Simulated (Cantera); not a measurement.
A perfectly stirred reactor is fed with C2H6 : N2 = 1 : 55 (molar parts), at 3.08 Torr; it is held at 1675 K, and followed from long to short residence time.

Cantera simulation using GRI-Mech 3.0 (53 species, 325 reactions); the numbers are that mechanism's predictions, not measurements. GRI-Mech 3.0 stops at C3 and has no aromatics, soot or wall deposition, so with more carbon than oxygen in the feed, carbon stays in small species such as C2H2 where larger ones or solid carbon would form. Radical loss at walls, strong at low pressure, is not modelled.

### Question
What does this change do: C2H6 1 to 5.9 parts?

### Answer
```tsv
quantity	before	after
x(C2H6) at τ = 0.680 s	5.62e-5	0.000185
x(H) at τ = 0.680 s	0.000518	0.000962
x(CH2) at τ = 0.680 s	7.16e-6	8.63e-6
x(C2H4) at τ = 0.680 s	0.000304	0.00101
x(HCN) at τ = 0.680 s	8.70e-5	3.33e-5
x(C2H6) at τ = 6.50 ms	0.00403	0.0145
x(H) at τ = 6.50 ms	0.000620	0.00112
x(CH2) at τ = 6.50 ms	2.99e-5	4.68e-5
x(C2H4) at τ = 6.50 ms	0.00557	0.0253
x(HCN) at τ = 6.50 ms	6.71e-6	3.00e-6
```

### Question
What does this change do: temperature 1675 to 1325 K?

### Answer
| quantity | before | after |
|---|---|---|
| x(C2H6) at τ = 0.680 s | 5.62e-5 | 0.00201 |
| x(H) at τ = 0.680 s | 0.000518 | 4.94e-5 |
| x(CH2) at τ = 0.680 s | 7.16e-6 | 3.82e-7 |
| x(C2H4) at τ = 0.680 s | 0.000304 | 0.00567 |
| x(HCN) at τ = 0.680 s | 8.70e-5 | 1.58e-7 |
| x(C2H6) at τ = 6.50 ms | 0.00403 | 0.0175 |
| x(H) at τ = 6.50 ms | 0.000620 | 6.70e-6 |
| x(CH2) at τ = 6.50 ms | 2.99e-5 | 6.29e-8 |
| x(C2H4) at τ = 6.50 ms | 0.00557 | 0.000169 |
| x(HCN) at τ = 6.50 ms | 6.71e-6 | 1.41e-9 |

### Question
What does this change do: 2 parts H2O added?

### Answer
| quantity | before | after |
|---|---|---|
| x(C2H6) at τ = 0.680 s | 5.62e-5 | 5.19e-5 |
| x(H) at τ = 0.680 s | 0.000518 | 0.000487 |
| x(CH2) at τ = 0.680 s | 7.16e-6 | 6.40e-6 |
| x(C2H4) at τ = 0.680 s | 0.000304 | 0.000289 |
| x(HCN) at τ = 0.680 s | 8.70e-5 | 5.53e-5 |
| x(C2H6) at τ = 6.50 ms | 0.00403 | 0.00361 |
| x(H) at τ = 6.50 ms | 0.000620 | 0.000637 |
| x(CH2) at τ = 6.50 ms | 2.99e-5 | 3.38e-5 |
| x(C2H4) at τ = 6.50 ms | 0.00557 | 0.00535 |
| x(HCN) at τ = 6.50 ms | 6.71e-6 | 5.86e-6 |
